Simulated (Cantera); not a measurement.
A diamond (100) surface in a fixed gas of H2 with x(CH4) = 0.0022, x(H) = 0.00063, x(CH3) = 4.9e-05, at 1250 K; coverages are run to steady state.

Cantera simulation using the Harris–Goodwin 1993 mechanism for the reconstructed diamond (100) surface; the numbers are that mechanism's predictions, not measurements.

One state of this run: growth (µm/h) = 0.144; θ c6HH = 0.462; θ c6H* = 0.0408; θ c6*H = 0.475; θ c6** = 0.0212; θ c6HM = 0.000212. θ: site fractions in the mechanism's names (c6HH fully hydrogenated, c6H* and c6*H radical sites, c6** diradical, c6HM methylated).

Question: Which value of P (Pa) does it belong to?
A. 1700
B. 420
C. 4200
D. 11000

Answer: C, 4200
